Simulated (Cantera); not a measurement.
## Adiabatic ignition

An adiabatic, constant-pressure homogeneous reactor starts with 5.20 % CH4, 1.61 % CO, 18.7 % O2, 70.2 % N2, 4.37 % H2, at 1298 K and 1100000 Pa.

Computed with Cantera and GRI-Mech 3.0 (53 species, 325 reactions).

```tsv
t (s)	T (K)	x CH4	x CO	x O2	x H2O	x H2	x CH3	x C2H6
4.00e-6	1298	0.0520	0.0161	0.187	3.95e-7	0.0437	4.39e-7	1.64e-10
1.86e-5	1298	0.0520	0.0161	0.187	1.67e-5	0.0436	8.59e-6	1.61e-7
8.62e-5	2492	<1e-12	0.0191	0.0598	0.135	0.00524	<1e-12	<1e-12
0.000400	2647	<1e-12	0.00640	0.0531	0.143	0.00220	<1e-12	<1e-12
0.00186	2635	<1e-12	0.00627	0.0495	0.143	0.00217	<1e-12	<1e-12
0.00862	2631	<1e-12	0.00623	0.0484	0.144	0.00216	<1e-12	<1e-12
0.0400	2631	<1e-12	0.00623	0.0484	0.144	0.00216	<1e-12	<1e-12
0.186	2631	<1e-12	0.00623	0.0484	0.144	0.00216	<1e-12	<1e-12
0.862	2631	<1e-12	0.00623	0.0484	0.144	0.00216	<1e-12	<1e-12
4.00	2631	<1e-12	0.00623	0.0484	0.144	0.00216	<1e-12	<1e-12
```
x: mole fraction; the columns are a selection and need not sum to one.

```json
{
 "time_of_steepest_temperature_rise": "82.8 µs",
 "temperature at 4.00 s": "2631 K",
 "equilibrium_temperature": "2631 K",
 "x(CH4) at 4.00 s": "<1e-12 (gas-phase equilibrium <1e-12)",
 "x(CO) at 4.00 s": "0.00623 (gas-phase equilibrium 0.00623)",
 "x(O2) at 4.00 s": "0.0484 (gas-phase equilibrium 0.0484)"
}
```
